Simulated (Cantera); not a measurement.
Input: 1 mol Zr, 1.7 mol NH3, at 0.000350 bar.

Method: chemical equilibrium by Gibbs-energy minimisation in Cantera with the NASA 1993 tables (ideal gas, pure condensed phases). Candidate condensed phases: Zr, ZrN; 11 gas species. ZrN: taken at fixed stoichiometry. Kinetics and transport are ignored. All values below are at 2073 K.

Base state: H2 0.764, H 0.123, N2 0.113 (mole fractions); condensed: ZrN(s).

What changes in the equilibrium state with this change: pressure from 0.000350 bar to 0.00133 bar?


```tsv
species	before	after
H2	0.764	0.818
N2	0.113	0.117
H	0.123	0.0651
ZrN(s), mol	1.00	1.00
```
